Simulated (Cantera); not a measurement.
Cantera run:

```python
import numpy as np
import cantera as ct

gas_names = """
    N NO NO2 NO3 N2 N2O O O2 O3 Si SiN SiO SiO2 Si2 Si2N Si3
""".split()
cond_names = """
    Si(cr) Si(L) SiO2(Lqz) SiO2(hqz) SiO2(L) Si2N2O(s) Si3N4(a)
""".split()


# ... load() reads the species with a 1 bar reference pressure and builds the phases ...
atoms = {
    'Si': {'Si': 1},
    'N2O': {'N': 2, 'O': 1},
    'N2': {'N': 2},
}
top_T = {'Si2N2O(s)': 2100, 'Si3N4(a)': 2400}  # K; cautious upper limits of use, not melting points


# ... equilibrate(T, P, feed) seeds the gas with the atoms and calls Mixture.equilibrate('TP', solver="vcs", rtol=1e-11, max_steps=5000) ...
results = []
feed = {'Si': 1, 'N2O': 0.013, 'N2': 3}  # mol
T = 1473.15  # K
for P in [0.1, 1.5, 22, 320, 4600, 68000, 1000000]:
    mix = equilibrate(T, P, feed)
    results.append((T, P, feed, dict(zip(mix.species_names, mix.species_moles))))

top = {s: max(r[3][s] / sum(r[3][g] for g in gas_names) for r in results) for s in gas_names}
cols = sorted((s for s in top if top[s] > 0.0001), key=lambda s: -top[s])[:8]
seen = [c for c in cond_names if any(r[3].get(c, 0) > 1e-12 for r in results)]
print("log10 of partial pressures in bar; condensed amounts in mol")
print(f"{'P/Pa':>10s}" + "".join(f"{s[:9]:>10s}" for s in cols + seen))
for T, P, feed, n in results:
    ng = sum(n[g] for g in gas_names)
    print(f"{P:10.4g}" + "".join(f"{np.log10(max(n[s] / ng * P / 1e5, 1e-99)):10.3f}" for s in cols)
          + "".join(f"{n.get(c, 0):10.4g}" for c in seen))
```

Output:

```
log10 of partial pressures in bar; condensed amounts in mol
      P/Pa        N2        Si       SiO    Si(cr) Si2N2O(s)  Si3N4(a)
       0.1    -6.004    -8.260    -8.369    0.9701         0         0
       1.5    -4.826    -8.260    -7.191    0.9859         0         0
        22    -3.658    -8.860    -6.651         0   0.01061    0.3255
       320    -2.495    -9.635    -7.039         0   0.01293    0.3247
      4600    -1.337   -10.407    -7.425         0     0.013    0.3247
   6.8e+04    -0.167   -11.187    -7.815         0     0.013    0.3247
     1e+06     1.000   -11.965    -8.204         0     0.013    0.3247
```

These are equilibrium values from Cantera (NASA tables, ideal gas, pure condensed phases), not measurements of a reactor. Mutual solubility and eutectic melting of coexisting phases are not modelled.
